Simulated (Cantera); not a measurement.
A closed system holds: 1 mol Hg, 0.39 mol N2, 0.019 mol O2, at 973.15 K and 100 Pa.

Cantera equilibrium calculation (NASA polynomials, part measured and part estimated; ideal gas, pure solids and liquids). Candidate condensed phases: Hg, HgO; 10 gas species. Rates play no part.

Base state: Hg 0.710, N2 0.277, O2 0.0135 (mole fractions); condensed: gas only.

Question: What changes in the equilibrium state with this change: Hg replaced by Pb?

Answer: 
```json
[
 {"species": "N2", "before": "0.277", "after": "0.991"},
 {"species": "Pb", "before": "0", "after": "0.00878"},
 {"species": "PbO", "before": "0", "after": "0.000122"},
 {"species": "Hg", "before": "0.710", "after": "0"},
 {"species": "O2", "before": "0.0135", "after": "<1e-9"},
 {"species": "Pb(l), mol", "before": "0", "after": "0.959"},
 {"species": "PbO(yellow), mol", "before": "0", "after": "0.0380"}
]
```
Further candidate phases: Pb, PbO, PbO2, Pb3O4.
